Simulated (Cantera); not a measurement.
Cantera run, input and output.

```python
import numpy as np
import cantera as ct

gas = ct.Solution("gri30.yaml")
gas.TP = 300, 101325
flame = ct.CounterflowDiffusionFlame(gas, width=0.02)
flame.fuel_inlet.X, flame.fuel_inlet.T = {'CH4': 1}, 423
flame.oxidizer_inlet.X, flame.oxidizer_inlet.T = {'O2': 0.18, 'N2': 0.82}, 425
flame.set_refine_criteria(ratio=3, slope=0.12, curve=0.24, prune=0.03)
show = ['OH', 'H', 'NO', 'CO', 'C2H2']

rows = []
print(f"{'mdot':>8s}{'a_max':>10s}{'a_mean':>10s}{'Tmax/K':>9s}" + "".join(f"{s:>11s}" for s in show) + "   (peak mole fractions)")
for i, mdot in enumerate([0.25, 0.34, 0.46, 0.63, 0.85, 1.2, 1.6]):  # kg/m2/s on the oxidiser side
    flame.oxidizer_inlet.mdot, flame.fuel_inlet.mdot = mdot, 0.87 * mdot
    flame.solve(loglevel=0, auto=(i == 0))
    if flame.T.max() < max(423, 425) + 100:
        print(f"{mdot:8.3g}  no burning solution found from the previous one")
        break
    dT = np.abs(np.gradient(flame.T, flame.grid))
    rows.append([flame.strain_rate("max"), flame.strain_rate("mean"), flame.T.max(),
                 *(flame.X[gas.species_index(s)].max() for s in show), max(dT[0], dT[-1]) / dT.max()])
    print(f"{mdot:8.3g}{rows[-1][0]:10.1f}{rows[-1][1]:10.1f}{rows[-1][2]:9.1f}" + "".join(f"{x:11.3e}" for x in rows[-1][3:-1]))
```

It prints:

```
    mdot     a_max    a_mean   Tmax/K         OH          H         NO         CO       C2H2   (peak mole fractions)
    0.25     174.5      38.7   1955.5  5.007e-03  2.909e-03  1.496e-04  3.700e-02  7.856e-03
    0.34     232.3      52.6   1940.4  4.921e-03  3.002e-03  1.309e-04  3.705e-02  7.154e-03
    0.46     305.4      71.2   1925.6  4.821e-03  3.081e-03  1.117e-04  3.730e-02  6.490e-03
    0.63     403.4      97.5   1908.5  4.672e-03  3.135e-03  9.090e-05  3.774e-02  5.818e-03
    0.85     521.9     131.6   1886.9  4.433e-03  3.119e-03  6.941e-05  3.824e-02  5.038e-03
     1.2     697.9     185.8   1849.2  3.957e-03  2.931e-03  4.292e-05  3.891e-02  3.848e-03
     1.6     889.0     247.7   1784.4  3.106e-03  2.377e-03  1.804e-05  3.925e-02  2.275e-03
```

Detailed kinetics in Cantera: GRI-Mech 3.0 (53 species, 325 reactions). GRI-Mech 3.0 has no aromatics or soot, which form on the fuel side of real flames. The maximum strain rate includes the flame's own expansion and is several times the mean.
